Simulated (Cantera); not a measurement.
A closed system holds: 1 mol BCl3, 27 mol N2, held at 0.133 bar.

Equilibrium computed with Cantera from the NASA thermochemical tables; the gas is ideal and each condensed phase is pure. Candidate condensed phases: B, BN; 10 gas species. N2 is the only nitrogen source here; it is nearly inert below about 1500 K, so the nitride shown seldom forms there in practice. Rates play no part.

Over these rows the condensed part is BN(s). Partial pressures as log10 of bar:

```tsv
T (K)	1000/T (1/K)	log p Cl	log p N2	log p BCl3
1323	0.7559	-5.40	-0.89	-2.32
1423	0.7027	-4.91	-0.89	-2.32
1523	0.6566	-4.48	-0.89	-2.32
1623	0.6161	-4.11	-0.89	-2.33
1723	0.5804	?	-0.89	-2.33
1823	0.5485	-3.48	-0.89	-2.35
```

**Question.** Fit log p(Cl) = a + b·(1000/T) to the five rows, give the apparent enthalpy, and predict the row at 1723 K.

**Answer.** Means: 1000/T = 0.6560, log p = -4.476. Sxy = -0.234251, Sxx = 0.0253095, so b = -9.26 and a = -4.476 − (-9.26)×0.6560 = 1.60.
Apparent enthalpy: −19.145 × (-9.26) = 177 kJ/mol. With the condensed phases at unit activity, 1/6 N2(g) + 1/3 BCl3(g) = Cl(g) + 1/3 BN(s) links this pressure to the main gases: over the six rows their terms move log p by -0.01 in all, so the slope is close to that reaction's ΔH°. The five rows lie within 0.01 of the line.
Prediction at 1723 K: 1.60 + (-9.26)×0.5804 = -3.77. The computed value is -3.77, 0.00 from the line.
